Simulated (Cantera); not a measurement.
An adiabatic, constant-pressure homogeneous reactor starts with CO : H2 : CH4 : O2 : N2 = 1 : 0.069 : 0.24 : 0.922 : 10.1 (molar parts), equivalence ratio 1.1, at 1750 K and 0.276 atm.

Cantera simulation using GRI-Mech 3.0 (53 species, 325 reactions); the numbers are that mechanism's predictions, not measurements.

Q: Predict: time of steepest temperature rise; temperature at 4.00 s; equilibrium temperature; x(CO) at 4.00 s; x(H2) at 4.00 s.

A: 
- time of steepest temperature rise: 0.501 ms
- temperature at 4.00 s: 2450 K
- equilibrium temperature: 2450 K
- x(CO) at 4.00 s: 0.0371 (gas-phase equilibrium 0.0371)
- x(H2) at 4.00 s: 0.00359 (gas-phase equilibrium 0.00359)
